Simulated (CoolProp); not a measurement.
Saturation properties of R1224YDZ.

Model: reference Helmholtz-energy equation of state, Akasaka 2023, in CoolProp.

| T (°C) | p (MPa) | liquid density (kg/m³) | vapour density (kg/m³) | liquid cp (kJ/(kg K)) |
|---|---|---|---|---|
| -38.85 | 0.007057 | 1523 | 0.5430 | 1.046 |
| -26.05 | 0.01515 | [?] | 1.112 | 1.063 |
| -13.25 | 0.02970 | [?] | 2.089 | 1.081 |
| -0.45 | 0.05396 | 1428 | 3.654 | 1.102 |
| 12.35 | 0.09191 | 1394 | 6.028 | 1.124 |
| 25.15 | 0.1483 | 1359 | 9.470 | 1.150 |
| 37.95 | 0.2283 | 1323 | 14.29 | 1.178 |
| 50.75 | 0.3380 | 1285 | 20.87 | 1.209 |
| 63.55 | 0.4836 | 1245 | [?] | 1.244 |
| 76.45 | [?] | 1202 | 41.47 | 1.285 |
| 89.25 | 0.9128 | 1155 | 56.94 | 1.334 |
| 102.05 | 1.210 | 1103 | 77.54 | 1.396 |

What belongs in the gaps?


- -26.05, liquid density (kg/m³): 1492
- -13.25, liquid density (kg/m³): 1460
- 63.55, vapour density (kg/m³): 29.69
- 76.45, p (MPa): 0.6737

It boils at 14.9 °C under 1 atm.
